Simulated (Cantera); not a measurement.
Input: 1 mol Si₃N₄, 2.4 mol N₂O, 3.2 mol H₂, equilibrated at 1802 °C and 0.000900 Torr.

Method: chemical equilibrium by Gibbs-energy minimisation in Cantera with the NASA 1993 tables (ideal gas, pure condensed phases). Candidate condensed phases: H₂O, Si, SiO₂, Si₂N₂O, Si₃N₄; 35 gas species. Equilibrium is a limit: real reactors are often held back by kinetics, nucleation or transport.

Base state: H 0.418, N₂ 0.328, SiO 0.179, Si 0.0448, H₂ 0.0296 (mole fractions); condensed: gas only.

**Question.** What changes in the equilibrium state with this change: 0.0089 mol Cl₂ added?

**Answer.** 
```csv
species,before,after
H,0.418,0.418
N₂,0.328,0.328
SiO,0.179,0.179
Cl,0,0.00121
H₂,0.0296,0.0295
Si,0.0448,0.0447
HCl,0,0.000116
```
Further candidate phases: NH₄Cl.
